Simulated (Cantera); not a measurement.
Premixed flame

A freely propagating, adiabatic, planar premixed flame of H2 : O2 : N2 = 1 : 0.694 : 2.99 (molar parts), unburnt at 375 K and 0.410 bar; mixture-averaged transport, grid criteria slope 0.08 and curve 0.16, no radiation.

Detailed kinetics in Cantera: the H2/O2 subset of GRI-Mech 3.0, which has no nitrogen chemistry. Burning velocities carry a grid error of a few per cent, more on coarse grids.

```csv
z (mm),T (K),u (m/s),x H2,x O2,x H,x H2O2,x OH,x H2O
-3.56,375,1.78,0.213,0.148,<1e-8,<1e-8,<1e-8,<1e-8
-2.38,375,1.78,0.213,0.148,<1e-8,<1e-8,<1e-8,<1e-8
-1.78,375,1.78,0.213,0.148,<1e-8,<1e-8,<1e-8,1.26e-7
-1.19,375,1.77,0.212,0.148,<1e-8,3.15e-8,<1e-8,3.17e-6
-0.594,402,1.87,0.199,0.150,1.01e-5,1.48e-5,1.80e-5,0.00121
-0.297,656,2.96,0.158,0.145,0.00232,3.77e-5,0.000644,0.0245
0,1038,4.57,0.0912,0.117,0.0146,4.18e-6,0.00158,0.0901
0.297,1309,5.73,0.0366,0.0762,0.0245,2.86e-6,0.00479,0.161
0.594,1453,6.33,0.0194,0.0598,0.0232,1.94e-6,0.00710,0.188
1.19,1597,6.91,0.0145,0.0536,0.0160,9.92e-7,0.00880,0.201
2.38,1728,7.42,0.0112,0.0507,0.00885,4.88e-7,0.00935,0.210
4.75,1832,7.82,0.00731,0.0487,0.00401,2.67e-7,0.00857,0.220
9.50,1902,8.08,0.00391,0.0477,0.00142,1.58e-7,0.00678,0.227
```
x: mole fraction of selected species; z is measured from the peak of heat release.

```json
{
 "laminar_burning_velocity": "178 cm/s",
 "thermal_thickness": "1.19 mm",
 "peak x(H)": "0.0249",
 "peak x(H2O2)": "4.43e-5",
 "peak x(OH)": "0.00935",
 "grid_points": "104"
}
```
